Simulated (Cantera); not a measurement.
**Hydrogen reduction and annealing atmospheres: TiO₂ + H₂**

A closed system holds: 1 mol TiO₂, 35 mol H₂, held at 0.330 bar.

Method: chemical equilibrium by Gibbs-energy minimisation in Cantera with the NASA 1993 tables (ideal gas, pure condensed phases). Candidate condensed phases: H₂O, Ti, TiO, TiO₂, Ti₂O₃, Ti₃O₅, Ti₄O₇; 12 gas species. Mutual solubility and eutectic melting of coexisting phases are not modelled. Condensed phases not in the tables: Magnéli phases beyond Ti₄O₇. Rates play no part.

```tsv
T (K)	x H₂	x H₂O	x H	x OH	n Ti₄O₇(s)	n Ti₃O₅(s)
1425	0.993	0.00714	1.18e-5	1.86e-9	0.250	0
1450	0.993	0.00714	1.64e-5	2.83e-9	0.250	0
1475	0.993	0.00714	2.25e-5	4.24e-9	0.250	0
1500	0.993	0.00714	3.05e-5	6.27e-9	0.250	0
1525	0.993	0.00714	4.10e-5	9.16e-9	0.250	0
1550	0.993	0.00714	5.46e-5	1.32e-8	0.250	0
1575	0.992	0.00790	7.21e-5	2.08e-8	0.171	0.105
1600	0.990	0.00952	9.42e-5	3.55e-8	0	0.333
1625	0.990	0.00952	0.000122	4.95e-8	0	0.333
1650	0.990	0.00952	0.000157	6.84e-8	0	0.333
1675	0.990	0.00952	0.000201	9.36e-8	0	0.333
1700	0.990	0.00952	0.000255	1.27e-7	0	0.333
```
x: gas mole fraction; n: condensed amount in mol.

From 1425 K to 1550 K the condensed part is Ti₄O₇(s). At 1575 K the condensed part is Ti₃O₅(s) + Ti₄O₇(s). From 1600 K to 1700 K the condensed part is Ti₃O₅(s).
